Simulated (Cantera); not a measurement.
Input (Python, Cantera):

```python
import numpy as np
import cantera as ct

gas = ct.Solution("gri30.yaml")
gas.TPX = 375, 13332, {'C3H8': 1, 'O2': 3.85, 'N2': 15.8, 'H2O': 1.8}
flame = ct.FreeFlame(gas, width=0.16)
flame.set_refine_criteria(ratio=3, slope=0.08, curve=0.16)
flame.transport_model = "mixture-averaged"
flame.solve(loglevel=0, auto=True)
z, T = flame.grid, flame.T
thick = (T[-1] - T[0]) / np.gradient(T, z).max()
show = ['C3H8', 'O2', 'H2O', 'CH2', 'CH2CO', 'HCN']
print(f"laminar burning velocity  {flame.velocity[0] * 100:.3f} cm/s")
print(f"burnt temperature         {T[-1]:.1f} K")
print(f"thermal thickness         {thick * 1e3:.4f} mm")
print(f"grid points               {len(z)}")
z0 = z[flame.heat_release_rate.argmax()]
print(f"{'z/mm':>9s}{'T/K':>9s}{'u/(m/s)':>9s}" + "".join(f"{s:>11s}" for s in show))
rows = []
for k in (-3, -2, -1.5, -1, -0.5, -0.25, 0, 0.25, 0.5, 1, 2, 4, 8):
    zz = z0 + k * thick
    rows.append([k * thick, np.interp(zz, z, T), np.interp(zz, z, flame.velocity),
                 *(np.interp(zz, z, flame.X[gas.species_index(s)]) for s in show)])
    print(f"{rows[-1][0] * 1e3:9.3f}{rows[-1][1]:9.1f}{rows[-1][2]:9.3f}" + "".join(f"{x:11.3e}" for x in rows[-1][3:]))
```

Result:

```
laminar burning velocity  60.233 cm/s
burnt temperature         1928.5 K
thermal thickness         2.4337 mm
grid points               150
     z/mm      T/K  u/(m/s)       C3H8         O2        H2O        CH2      CH2CO        HCN
   -7.301    375.1    0.603  4.448e-02  1.712e-01  8.005e-02  5.534e-21  7.952e-10  1.653e-11
   -4.867    376.2    0.607  4.434e-02  1.705e-01  7.988e-02  3.056e-17  3.395e-08  5.340e-10
   -3.651    383.1    0.621  4.413e-02  1.692e-01  8.021e-02  2.066e-14  4.763e-07  5.916e-09
   -2.434    449.2    0.738  4.320e-02  1.627e-01  8.524e-02  1.113e-10  1.181e-05  1.035e-07
   -1.217    854.8    1.456  3.055e-02  1.254e-01  1.151e-01  2.141e-07  2.746e-04  1.359e-06
   -0.608   1228.0    2.164  1.019e-02  8.547e-02  1.432e-01  9.923e-06  8.588e-04  3.335e-06
    0.000   1558.5    2.808  3.695e-04  4.428e-02  1.702e-01  5.383e-05  8.002e-04  6.551e-06
    0.608   1720.8    3.111  7.571e-07  1.956e-02  1.851e-01  3.691e-05  1.543e-04  8.407e-06
    1.217   1771.3    3.195  2.729e-10  8.970e-03  1.899e-01  7.687e-06  1.301e-05  6.946e-06
    2.434   1794.7    3.220  3.572e-17  3.497e-03  1.889e-01  1.413e-07  1.034e-07  3.205e-06
    4.867   1809.6    3.235  7.595e-26  2.313e-03  1.860e-01  1.625e-10  1.089e-10  7.041e-07
    9.735   1826.0    3.259  3.128e-32  1.935e-03  1.863e-01  9.181e-14  6.516e-14  6.840e-08
   19.470   1849.0    3.294  8.403e-39  1.512e-03  1.882e-01  4.847e-16  3.155e-18  1.682e-09
```

Cantera simulation using GRI-Mech 3.0 (53 species, 325 reactions); the numbers are that mechanism's predictions, not measurements. GRI-Mech 3.0 was tuned for natural gas; its chemistry of propane as a main component is partial and can be far from experiment. Burning velocities carry a grid error of a few per cent, more on coarse grids.
